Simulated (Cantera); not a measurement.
Input (Python, Cantera):

```python
import numpy as np
import cantera as ct

gas = ct.Solution("h2o2.yaml")
gas.TPX = 300, 13332, {'H2': 1, 'O2': 0.532, 'N2': 1.97}
flame = ct.FreeFlame(gas, width=0.16)
flame.set_refine_criteria(ratio=3, slope=0.08, curve=0.16)
flame.transport_model = "mixture-averaged"
flame.solve(loglevel=0, auto=True)
z, T = flame.grid, flame.T
thick = (T[-1] - T[0]) / np.gradient(T, z).max()
show = ['H2', 'O2', 'HO2', 'OH', 'H', 'O']
print(f"laminar burning velocity  {flame.velocity[0] * 100:.3f} cm/s")
print(f"burnt temperature         {T[-1]:.1f} K")
print(f"thermal thickness         {thick * 1e3:.4f} mm")
print(f"grid points               {len(z)}")
z0 = z[flame.heat_release_rate.argmax()]
print(f"{'z/mm':>9s}{'T/K':>9s}{'u/(m/s)':>9s}" + "".join(f"{s:>11s}" for s in show))
rows = []
for k in (-3, -2, -1.5, -1, -0.5, -0.25, 0, 0.25, 0.5, 1, 2, 4, 8):
    zz = z0 + k * thick
    rows.append([k * thick, np.interp(zz, z, T), np.interp(zz, z, flame.velocity),
                 *(np.interp(zz, z, flame.X[gas.species_index(s)]) for s in show)])
    print(f"{rows[-1][0] * 1e3:9.3f}{rows[-1][1]:9.1f}{rows[-1][2]:9.3f}" + "".join(f"{x:11.3e}" for x in rows[-1][3:]))
```

It prints:

```
laminar burning velocity  192.061 cm/s
burnt temperature         2282.8 K
thermal thickness         4.9913 mm
grid points               128
     z/mm      T/K  u/(m/s)         H2         O2        HO2         OH          H          O
  -14.974    300.0    1.921  2.856e-01  1.519e-01  5.435e-16  2.861e-19  3.665e-20  2.072e-16
   -9.983    300.0    1.921  2.856e-01  1.519e-01  8.077e-14  4.438e-17  5.515e-18  2.846e-14
   -7.487    300.0    1.921  2.856e-01  1.519e-01  3.482e-12  2.758e-15  2.836e-16  7.006e-13
   -4.991    300.0    1.921  2.855e-01  1.519e-01  1.429e-09  7.159e-12  6.558e-13  1.111e-10
   -2.496    302.4    1.932  2.838e-01  1.523e-01  1.016e-05  1.025e-06  3.542e-07  1.551e-07
   -1.248    528.6    3.292  2.520e-01  1.492e-01  8.105e-05  8.432e-04  3.876e-03  8.485e-05
    0.000   1002.4    6.024  1.419e-01  1.117e-01  2.085e-05  1.813e-03  4.019e-02  4.305e-03
    1.248   1301.1    7.738  5.099e-02  5.131e-02  8.084e-06  6.203e-03  6.573e-02  1.167e-02
    2.496   1432.9    8.471  3.846e-02  3.862e-02  5.270e-06  8.670e-03  6.128e-02  1.273e-02
    4.991   1571.4    9.210  3.843e-02  3.466e-02  3.937e-06  1.111e-02  4.944e-02  1.203e-02
    9.983   1723.1    9.994  3.765e-02  3.095e-02  2.892e-06  1.337e-02  3.674e-02  1.038e-02
   19.965   1872.0   10.739  3.471e-02  2.717e-02  2.086e-06  1.480e-02  2.533e-02  8.187e-03
   39.931   2012.0   11.417  2.979e-02  2.340e-02  1.497e-06  1.502e-02  1.594e-02  5.860e-03
```

Model: the H2/O2 subset of GRI-Mech 3.0, which has no nitrogen chemistry, integrated in Cantera. Burning velocities carry a grid error of a few per cent, more on coarse grids.
